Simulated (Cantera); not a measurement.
Input: 1 mol SiC, 0.49 mol N2O, 120 mol H2, equilibrated at 1773.15 K and 1000 Pa.

Method: chemical equilibrium by Gibbs-energy minimisation in Cantera with the NASA 1993 tables (ideal gas, pure condensed phases). Equilibrium is a limit: real reactors are often held back by kinetics, nucleation or transport.

| species | before | after |
|---|---|---|
| H2 | 0.989 | 0.986 |
| H | 0.00283 | 0.00527 |
| N2 | 0.00403 | 0.00402 |
| Si | 6.25e-5 | 0.000223 |
| SiO | 0.00200 | 0.00191 |
| SiH | 7.68e-6 | 2.21e-5 |
| SiH2 | 7.16e-6 | 1.46e-5 |
| HCN | 2.46e-5 | 4.09e-5 |
| CO | 0.00205 | 0.00213 |
| SiC(s), mol | 0.749 | 0.736 |
Gas species are given as mole fractions.

**Question.** Name the change that produced these shifts.
A. pressure from 1000 Pa to 14.0 Pa
B. temperature from 1773.15 K to 1848.15 K
C. pressure from 1000 Pa to 101000 Pa
D. temperature from 1773.15 K to 1375 K

**Answer.** B, temperature from 1773.15 K to 1848.15 K. Gases not in the tables: Si2H6 and higher silanes
